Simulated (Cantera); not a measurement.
An isothermal, constant-pressure homogeneous reactor starts with NO : N2 = 1 : 1.5 (molar parts), at 1925 K and 113 Torr. Integrator tolerance rtol = 1e-08.

Cantera simulation using GRI-Mech 3.0 (53 species, 325 reactions); the numbers are that mechanism's predictions, not measurements.

Question: What does this change do: NO 1 to 0.78 parts?

Answer: 
```
quantity                                             before                                      after
----------------  -----------------------------------------  -----------------------------------------
x(NO) at 6.00 s       0.191 (gas-phase equilibrium 0.00604)      0.177 (gas-phase equilibrium 0.00568)
x(NO2) at 6.00 s   0.000102 (gas-phase equilibrium 4.44e-6)    8.44e-5 (gas-phase equilibrium 3.86e-6)
x(O2) at 6.00 s         0.104 (gas-phase equilibrium 0.197)       0.0824 (gas-phase equilibrium 0.168)
x(O) at 6.00 s    0.000316 (gas-phase equilibrium 0.000424)  0.000282 (gas-phase equilibrium 0.000392)
x(N2) at 6.00 s         0.705 (gas-phase equilibrium 0.797)        0.740 (gas-phase equilibrium 0.826)
```

Question: What does this change do: pressure from 113 Torr to 20.0 Torr?

Answer: 
```
quantity                                             before                                     after
----------------  -----------------------------------------  ----------------------------------------
x(NO) at 6.00 s       0.191 (gas-phase equilibrium 0.00604)     0.331 (gas-phase equilibrium 0.00603)
x(NO2) at 6.00 s   0.000102 (gas-phase equilibrium 4.44e-6)   4.21e-5 (gas-phase equilibrium 1.87e-6)
x(O2) at 6.00 s         0.104 (gas-phase equilibrium 0.197)      0.0343 (gas-phase equilibrium 0.196)
x(O) at 6.00 s    0.000316 (gas-phase equilibrium 0.000424)  0.000477 (gas-phase equilibrium 0.00100)
x(N2) at 6.00 s         0.705 (gas-phase equilibrium 0.797)       0.634 (gas-phase equilibrium 0.797)
```
Radical loss at walls, strong at low pressure, is not modelled.

Question: What does this change do: temperature 1925 to 1798 K?

Answer: 
| quantity | before | after |
|---|---|---|
| x(NO) at 6.00 s | 0.191 (gas-phase equilibrium 0.00604) | 0.331 (gas-phase equilibrium 0.00405) |
| x(NO2) at 6.00 s | 0.000102 (gas-phase equilibrium 4.44e-6) | 0.000133 (gas-phase equilibrium 3.83e-6) |
| x(O2) at 6.00 s | 0.104 (gas-phase equilibrium 0.197) | 0.0342 (gas-phase equilibrium 0.198) |
| x(O) at 6.00 s | 0.000316 (gas-phase equilibrium 0.000424) | 6.24e-5 (gas-phase equilibrium 0.000138) |
| x(N2) at 6.00 s | 0.705 (gas-phase equilibrium 0.797) | 0.634 (gas-phase equilibrium 0.798) |
